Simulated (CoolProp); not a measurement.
Saturation properties of methane.

Model: reference Helmholtz-energy equation of state, Setzmann 1991, in CoolProp.

| T (°C) | p (bar) | liquid density (kg/m³) | enthalpy of vaporisation (kJ/kg) | liquid cp (kJ/(kg K)) | surface tension (mN/m) | liquid conductivity (mW/(m K)) |
|---|---|---|---|---|---|---|
| -128.05 | 8.272 | 367.5 | (withheld) | 3.919 | 6.65 | 136 |
| -124.15 | (withheld) | 359.9 | 416.1 | (withheld) | 5.96 | 131 |
| -120.25 | 11.83 | 352.0 | 401.8 | 4.139 | 5.29 | 125 |
| -116.35 | 13.97 | (withheld) | 386.2 | 4.287 | 4.63 | 120 |
| -112.35 | 16.44 | 334.4 | 368.6 | 4.477 | 3.97 | 114 |
| -108.45 | 19.13 | 324.9 | 349.7 | 4.719 | 3.34 | (withheld) |
| -104.55 | 22.13 | 314.5 | 328.5 | 5.042 | (withheld) | 103 |
| -100.65 | 25.45 | (withheld) | (withheld) | 5.500 | 2.15 | 96.9 |
| -96.65 | 29.22 | 289.7 | 276.3 | 6.224 | 1.57 | 90.9 |
| -92.75 | 33.29 | 274.5 | 243.2 | 7.460 | 1.05 | 85.0 |

### Question
What belongs in the gaps?

### Answer

- -128.05, enthalpy of vaporisation (kJ/kg): 429.4
- -124.15, p (bar): 9.937
- -124.15, liquid cp (kJ/(kg K)): 4.019
- -116.35, liquid density (kg/m³): 343.6
- -108.45, liquid conductivity (mW/(m K)): 108
- -104.55, surface tension (mN/m): 2.73
- -100.65, liquid density (kg/m³): 303.0
- -100.65, enthalpy of vaporisation (kJ/kg): 304.6

It boils at -161.5 °C under 1 atm.

Thermal conductivity comes from a separate model (Friend 1989). Surface tension comes from a separate correlation (Mulero 2012).
